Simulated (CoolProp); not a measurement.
Sulfur hexafluoride at several states: density (kg/m³) from the reference equation and from simpler models built on Tc = 318.7 K, pc = 3.755 MPa, ω = 0.210; each cubic takes its own stable root.

The numbers come from the reference Helmholtz-energy equation of state, Guder 2009 in CoolProp.

| T (K) | p (MPa) | phase | reference |
|---|---|---|---|
| 520.3 | 3.07 | gas | 107.7 |
| 529.9 | 6.22 | supercritical | 219.5 |
| 517.9 | 10.4 | supercritical | 387.8 |

Task: How far does each simpler model (ideal gas, van der Waals, Redlich-Kwong, Soave-Redlich-Kwong) lie from the reference over these 3 states: mean and median of the absolute difference, and the worst?

Result: 
- ideal gas: mean 6.3 %, median 6.1 %, worst -9.0 % at 517.9 K and 10.4 MPa
- van der Waals: mean 7.5 %, median 7.1 %, worst +12.2 % at 517.9 K and 10.4 MPa
- Redlich-Kwong: mean 3.9 %, median 3.8 %, worst +6.0 % at 517.9 K and 10.4 MPa
- Soave-Redlich-Kwong: mean 1.7 %, median 1.5 %, worst -2.8 % at 517.9 K and 10.4 MPa
